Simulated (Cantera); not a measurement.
Feed: 1 mol HMDSO, 1.6 mol CO2, 0.83 mol H2, held at 0.975 Torr.

Equilibrium computed with Cantera from the NASA thermochemical tables; the gas is ideal and each condensed phase is pure. Candidate condensed phases: C, C6H6, C7H8, C8H18, H2O, Si, SiC, SiO2; 123 gas species. The feed counts by its element totals alone. Equilibrium is a limit: real reactors are often held back by kinetics, nucleation or transport.

Task: Which condensed phases are stable at each of these points (T (K)): 725, 775, 825, 875, 925, 975, 1025, 1075?

Result: 
| T (K) | condensed phases | Si condensed (%) |
|---|---|---|
| 725 | C(graphite) + SiO2(α-quartz) | 100.0 |
| 775 | C(graphite) + SiO2(α-quartz) | 100.0 |
| 825 | C(graphite) + SiO2(α-quartz) | 100.0 |
| 875 | C(graphite) + SiO2(β-quartz) | 100.0 |
| 925 | C(graphite) + SiO2(β-quartz) | 100.0 |
| 975 | C(graphite) + SiO2(β-quartz) | 100.0 |
| 1025 | C(graphite) + SiO2(β-quartz) | 100.0 |
| 1075 | C(graphite) + SiO2(β-quartz) | 100.0 |

From 725 K to 825 K the condensed part is C(graphite) + SiO2(α-quartz). From 875 K to 1075 K the condensed part is C(graphite) + SiO2(β-quartz).
